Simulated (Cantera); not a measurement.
Input (Python, Cantera):

```python
import numpy as np
import cantera as ct

gas = ct.Solution("gri30.yaml")
gas.TPX = 1200, 1333, {'C3H8': 1, 'H2': 8}
reactor = ct.IdealGasConstPressureReactor(gas, energy="off", clone=False)
net = ct.ReactorNet([reactor])
net.rtol, net.atol = 1e-08, 1e-18
show = ['C3H8', 'H2', 'C2H4', 'C2H6', 'CH4']
times = np.geomspace(1e-06, 100, 15)

steps = ct.SolutionArray(gas, extra=["t"])
rows = []
print(f"{'t/s':>10s}{'T/K':>9s}{'P/Pa':>11s}" + "".join(f"{s:>11s}" for s in show))
for t in times:
    while net.time < t:
        t_next = net.step()
        steps.append(gas.state, t=t_next)
    rows.append([np.interp(t, steps.t, y) for y in (steps.T, steps.P, *steps(*show).X.T)])
    print(f"{t:10.3e}{rows[-1][0]:9.1f}{rows[-1][1]:11.4g}" + "".join(f"{x:11.3e}" for x in rows[-1][2:]))
rate = np.gradient(steps.T, steps.t)
print("integrator steps:", len(steps.t))
if steps.T.max() > steps.T[0] + 200:
    print(f"time of steepest temperature rise: {steps.t[rate.argmax()]:.4e} s")
gas.TPX = 1200, 1333, {'C3H8': 1, 'H2': 8}
gas.equilibrate("TP")
print(f"equilibrium (TP): T = {gas.T:.1f} K  " + "  ".join(f"{s} {gas[s].X[0]:.3e}" for s in show))
```

Output:

```
       t/s      T/K       P/Pa       C3H8         H2       C2H4       C2H6        CH4
 1.000e-06   1200.0       1333  1.111e-01  8.889e-01  3.069e-10  1.008e-10  3.420e-10
 3.728e-06   1200.0       1333  1.111e-01  8.889e-01  4.419e-09  1.392e-09  4.727e-09
 1.389e-05   1200.0       1333  1.111e-01  8.889e-01  7.787e-08  1.898e-08  6.492e-08
 5.179e-05   1200.0       1333  1.111e-01  8.889e-01  1.735e-06  2.476e-07  9.083e-07
 1.931e-04   1200.0       1333  1.111e-01  8.888e-01  2.963e-05  2.763e-06  1.447e-05
 7.197e-04   1200.0       1333  1.106e-01  8.885e-01  3.820e-04  2.096e-05  2.590e-04
 2.683e-03   1200.0       1333  1.060e-01  8.849e-01  4.394e-03  1.348e-04  3.879e-03
 1.000e-02   1200.0       1333  7.539e-02  8.608e-01  3.158e-02  9.293e-04  3.014e-02
 3.728e-02   1200.0       1333  1.526e-02  8.134e-01  8.390e-02  1.361e-03  8.374e-02
 1.389e-01   1200.0       1333  5.216e-04  8.022e-01  9.228e-02  4.424e-04  9.785e-02
 5.179e-01   1200.0       1333  1.626e-05  8.026e-01  8.818e-02  2.083e-04  9.813e-02
 1.931e+00   1200.0       1333  1.406e-07  8.036e-01  8.193e-02  1.315e-04  9.771e-02
 7.197e+00   1200.0       1333  7.368e-08  8.064e-01  6.584e-02  9.951e-05  9.657e-02
 2.683e+01   1200.0       1333  3.160e-08  8.117e-01  3.436e-02  5.275e-05  9.435e-02
 1.000e+02   1200.0       1333  8.174e-09  8.153e-01  1.272e-02  1.992e-05  9.291e-02
integrator steps: 1161
equilibrium (TP): T = 1200.0 K  C3H8 5.366e-09  H2 7.970e-01  C2H4 9.067e-03  C2H6 1.462e-05  CH4 1.230e-01
```

Detailed kinetics in Cantera: GRI-Mech 3.0 (53 species, 325 reactions). GRI-Mech 3.0 was tuned for natural gas; its chemistry of propane as a main component is partial and can be far from experiment. GRI-Mech 3.0 stops at C3 and has no aromatics, soot or wall deposition, so with more carbon than oxygen in the feed, carbon stays in small species such as C2H2 where larger ones or solid carbon would form. Radical loss at walls, strong at low pressure, is not modelled.
